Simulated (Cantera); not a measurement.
Mixture: CH₄ : H₂ : O₂ : N₂ = 1 : 0.11 : 1.58 : 8.54 (molar parts), at 0.480 bar, adiabatic and at constant volume. Ignition delay is the time to a rise of 400 K.

Detailed kinetics in Cantera: GRI-Mech 3.0 (53 species, 325 reactions).

Problem. What does this change do: H2 0.11 to 0.32 parts?

Solution. 
| quantity | before | after |
|---|---|---|
| delay at 1300 K | 12.9 ms | 4.63 ms |
| delay at 1375 K | 5.66 ms | 2.37 ms |
| delay at 1450 K | 2.69 ms | 1.30 ms |
| delay at 1525 K | 1.39 ms | 0.766 ms |
| delay at 1600 K | 0.780 ms | 0.477 ms |
| delay at 1675 K | 0.465 ms | 0.310 ms |
| delay at 1750 K | 0.291 ms | 0.208 ms |
| apparent activation energy between 1600 and 1750 K | 150 kJ/mol | 130 kJ/mol |

Problem. What does this change do: constant pressure in place of constant volume?

Solution. 
```tsv
quantity	before	after
delay at 1300 K	12.9 ms	13.8 ms
delay at 1375 K	5.66 ms	6.08 ms
delay at 1450 K	2.69 ms	2.88 ms
delay at 1525 K	1.39 ms	1.48 ms
delay at 1600 K	0.780 ms	0.828 ms
delay at 1675 K	0.465 ms	0.493 ms
delay at 1750 K	0.291 ms	0.309 ms
apparent activation energy between 1600 and 1750 K	150 kJ/mol	150 kJ/mol
```

Problem. What does this change do: 0.017 parts C2H6 added?

Solution. 
```
quantity                                                before       after
--------------------------------------------------  ----------  ----------
delay at 1300 K                                        12.9 ms     8.77 ms
delay at 1375 K                                        5.66 ms     3.77 ms
delay at 1450 K                                        2.69 ms     1.70 ms
delay at 1525 K                                        1.39 ms    0.828 ms
delay at 1600 K                                       0.780 ms    0.443 ms
delay at 1675 K                                       0.465 ms    0.261 ms
delay at 1750 K                                       0.291 ms    0.167 ms
apparent activation energy between 1600 and 1750 K  150 kJ/mol  150 kJ/mol
```
